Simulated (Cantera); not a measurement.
# Thermodynamics of silicon nitride deposition, feed SiCl₄ + N₂ + H₂

Feed: 1 mol SiCl₄, 25 mol N₂, 2 mol H₂, at 11.0 Pa.

Method: chemical equilibrium by Gibbs-energy minimisation in Cantera with the NASA 1993 tables (ideal gas, pure condensed phases). Candidate condensed phases: NH₄Cl, Si, Si₃N₄; 28 gas species. N₂ is the only nitrogen source here; it is nearly inert below about 1500 K, so the nitride shown seldom forms there in practice. The tables' values for SiCl, SiCl₃, SiN are old estimates; treat these amounts as uncertain. The numbers say what is thermodynamically allowed, not how fast it happens.

From 900 K to 1300 K the condensed part is Si₃N₄(s). From 1400 K to 2000 K nothing is condensed. The main Si-bearing gas is SiCl₄ at 900 K and Si at 2000 K.

```csv
T (K),x N₂,x HCl,x Cl,x H₂,x SiCl₂,x H,x Si,n Si₃N₄(s)
900,0.868,0.105,8.46e-9,0.0183,9.11e-7,1.51e-9,<1e-12,0.247
1000,0.867,0.109,1.70e-7,0.0165,3.76e-5,2.78e-8,<1e-12,0.255
1100,0.866,0.110,1.96e-6,0.0155,0.000751,3.07e-7,<1e-12,0.255
1200,0.864,0.107,1.33e-5,0.0170,0.00706,2.45e-6,5.65e-11,0.215
1300,0.862,0.0865,4.75e-5,0.0262,0.0230,1.71e-5,1.19e-8,0.0939
1400,0.862,0.0681,0.000139,0.0349,0.0338,8.66e-5,6.45e-7,0
1500,0.862,0.0681,0.000495,0.0347,0.0341,0.000313,7.60e-6,0
1600,0.861,0.0674,0.00148,0.0347,0.0341,0.000965,6.69e-5,0
1700,0.859,0.0659,0.00388,0.0344,0.0335,0.00261,0.000457,0
1800,0.853,0.0643,0.00926,0.0330,0.0310,0.00620,0.00231,0
1900,0.840,0.0630,0.0210,0.0293,0.0244,0.0129,0.00763,0
2000,0.818,0.0580,0.0429,0.0243,0.0140,0.0242,0.0167,0
```
x: gas mole fraction; n: condensed amount in mol.
